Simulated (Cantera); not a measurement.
# Thermodynamics of silicon carbide growth, feed CH3SiCl3 + H2 + C3H8

A closed system holds: 1 mol CH3SiCl3, 3 mol H2, 0.18 mol C3H8, at 62.0 mbar.

Cantera equilibrium calculation (NASA polynomials, part measured and part estimated; ideal gas, pure solids and liquids). Candidate condensed phases: C, C6H6, C7H8, C8H18, Si, SiC; 109 gas species. The feed counts by its element totals alone. The tables' values for SiCl3, SiCl are old estimates; treat these amounts as uncertain. Rates play no part.

```
T (°C)  log p H2  log p HCl  log p SiCl2  log p SiCl4  log p H  log p SiCl3  log p Cl  log p SiHCl3  n C(graphite)  n SiC(s)
------  --------  ---------  -----------  -----------  -------  -----------  --------  ------------  -------------  --------
1102       -1.44      -1.61        -3.69        -3.24    -6.18        -3.80     -6.44         -4.27          0.646     0.894
1202       -1.45      -1.59        -3.41        -3.68    -5.61        -3.81     -5.84         -4.56          0.623     0.916
1302       -1.45      -1.59        -3.21        -4.13    -5.11        -3.88     -5.34         -4.86          0.630     0.910
1402       -1.45      -1.59        -3.05        -4.55    -4.66        -3.96     -4.91         -5.15          0.651     0.888
1502       -1.45      -1.60        -2.92        -4.95    -4.26        -4.05     -4.53         -5.42          0.680     0.859
1602       -1.44      -1.61        -2.81        -5.32    -3.91        -4.14     -4.20         -5.67          0.713     0.825
1702       -1.44      -1.63        -2.72        -5.66    -3.58        -4.23     -3.90         -5.91          0.747     0.787
```
log p: log10 of the partial pressure in bar; n: condensed amount in mol.

From 1102 °C to 1702 °C the condensed part is C(graphite) + SiC(s). The main Si-bearing gas is SiCl4 at 1102 °C and SiCl2 at 1702 °C. The share of Si in condensed phases is highest at 1202 °C (91.6 %) and lowest at 1702 °C (78.7 %).
